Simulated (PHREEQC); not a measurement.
**Cooling-tower water (model solution)**

A made-up water analysis in mg/L, 48 °C, pH 6.37, pe 10.1:

```
constituent              mg/L
-----------------------  ----
Na                        246
K                         322
Ca                        253
Mg                       12.6
Cl                        767
S(6) as SO4               248
Alkalinity as HCO3        392
N(5) as NO3              39.7
Si as SiO2               1.58
O(0) (dissolved oxygen)  8.32
Br                       2.79
```

Valence states are taken as typed.

The numbers come from PHREEQC with the ion-association model, phreeqc.dat.

No solid was allowed to form.

Task: What ionic strength, specific conductance, charge-balance error does the model give?

Result: ionic strength 0.0396 mol/kgw; specific conductance 5520 µS/cm; charge-balance error -2.0 %.

Task: In which forms is S present?

Result: SO4-2 73 %, CaSO4 19 %, MgSO4 3.0 %, KSO4- 2.9 %, NaSO4- 2.1 % of the S.

At this temperature some constants are extrapolated from 25 °C, and those without enthalpy data are left unchanged.
